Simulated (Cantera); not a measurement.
A Cantera script and its output.

```python
import numpy as np
import cantera as ct

gas = ct.Solution("gri30.yaml")


def delay(T, t_max=10):
    gas.TPX = T, 1000000, {'CH3OH': 1, 'O2': 1.76, 'N2': 11.5}
    reactor = ct.IdealGasConstPressureReactor(gas, clone=False)
    net = ct.ReactorNet([reactor])
    net.rtol, net.atol = 1e-8, 1e-16
    while net.time < t_max:
        t_old, T_old = net.time, reactor.T
        net.step()
        if reactor.T > T + 400:  # ignition: a rise of 400 K
            return t_old + (T + 400 - T_old) / (reactor.T - T_old) * (net.time - t_old)
    return np.nan


taus = []
for T in [1125, 1175, 1225, 1275, 1325, 1375, 1425]:
    taus.append(delay(T))
    print(f"T0 = {T:6g} K   tau = {taus[-1]:.4e} s")
```

Output:

```
T0 =   1125 K   tau = 6.8605e-03 s
T0 =   1175 K   tau = 2.7399e-03 s
T0 =   1225 K   tau = 1.1882e-03 s
T0 =   1275 K   tau = 5.5603e-04 s
T0 =   1325 K   tau = 2.7935e-04 s
T0 =   1375 K   tau = 1.4995e-04 s
T0 =   1425 K   tau = 8.5554e-05 s
```

Detailed kinetics in Cantera: GRI-Mech 3.0 (53 species, 325 reactions). GRI-Mech 3.0 was tuned for natural gas; its chemistry of methanol as a main component is partial and can be far from experiment.
